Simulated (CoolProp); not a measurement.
A Linde-Hampson liquefier for carbon monoxide: isothermal reversible compression at 280 K from 1 atm to 40 MPa, throttling to 1 atm, return gas leaving the recuperator 10 K below the feed. Each further row changes one setting.

Values from CoolProp's reference Helmholtz-energy equation of state, Lemmon 2006. It is a short technical equation, of lower accuracy than the large ones.

```json
[
 {"case": "as stated", "liquid yield per pass": "(withheld)", "compression work (kJ/kg of gas)": "500"},
 {"case": "high pressure 80 MPa", "liquid yield per pass": "(withheld)", "compression work (kJ/kg of gas)": "(withheld)"},
 {"case": "warm-end temperature 310 K", "liquid yield per pass": "(withheld)", "compression work (kJ/kg of gas)": "(withheld)"},
 {"case": "warm-end gap 15 K", "liquid yield per pass": "(withheld)", "compression work (kJ/kg of gas)": "500"}
]
```

Question: Complete the blanks.

Answer: 
- as stated, liquid yield per pass: 0.106
- high pressure 80 MPa, liquid yield per pass: 0.064
- high pressure 80 MPa, compression work (kJ/kg of gas): 585
- warm-end temperature 310 K, liquid yield per pass: 0.074
- warm-end temperature 310 K, compression work (kJ/kg of gas): 559
- warm-end gap 15 K, liquid yield per pass: 0.095
